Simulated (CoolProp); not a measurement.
Vapour pressure (kPa) of dimethyl carbonate: the reference equation beside estimates from Tc = 557.0 K, pc = 4909 kPa, ω = 0.346. Clausius-Clapeyron is anchored at 396.6 K with a constant enthalpy of vaporisation of 31.65 kJ/mol.

Computed with CoolProp (reference Helmholtz-energy equation of state, Zhou 2011).

```tsv
T (K)	reference	Lee-Kesler	Clausius-Clapeyron	Redlich-Kwong	Peng-Robinson
308.4	12.04	11.20	16.97	41.01	12.00
337.8	41.82	40.13	49.68	112.4	41.49
367.2	114.7	113.0	122.5	253.3	114.0
396.6	264.1	265.2	264.1	494.8	264.0
426	532.9	541.4	512.2	868.9	536.6
455.4	972.7	993.7	911.9	1406	987.2
484.8	1645	1682	1514	2136	1680
514.2	2630	2679	2372	3085	2690
```

Absolute difference from the reference over all 8 rows, mean and median: Lee-Kesler 2.6 and 2.0 %, Clausius-Clapeyron 11.8 and 7.4 %, Redlich-Kwong 96.5 and 75.2 %, Peng-Robinson 1.0 and 0.7 %.
